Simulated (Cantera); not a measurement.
SiCl₄ + H₂ (chlorosilane synthesis and conversion)

Charge: 1 mol SiCl₄, 0.92 mol H₂, held at 13300 Pa.

Method: chemical equilibrium by Gibbs-energy minimisation in Cantera with the NASA 1993 tables (ideal gas, pure condensed phases). Candidate condensed phases: Si; 19 gas species. The tables' values for SiCl₃ are old estimates; treat these amounts as uncertain. Kinetics and transport are ignored.

```csv
T (K),x SiCl₄,x H₂,x HCl,x SiHCl₃,x SiCl₃
525,0.520,0.478,0.000947,0.000947,5.51e-10
600,0.518,0.477,0.00261,0.00261,3.28e-8
675,0.515,0.474,0.00566,0.00565,7.82e-7
750,0.510,0.469,0.0104,0.0104,9.80e-6
825,0.504,0.462,0.0171,0.0169,7.68e-5
900,0.495,0.454,0.0256,0.0249,0.000421
975,0.484,0.443,0.0364,0.0338,0.00174
```
x: gas mole fraction; nothing condenses.

From 525 K to 975 K nothing is condensed. The main Si-bearing gas is SiCl₄ throughout.
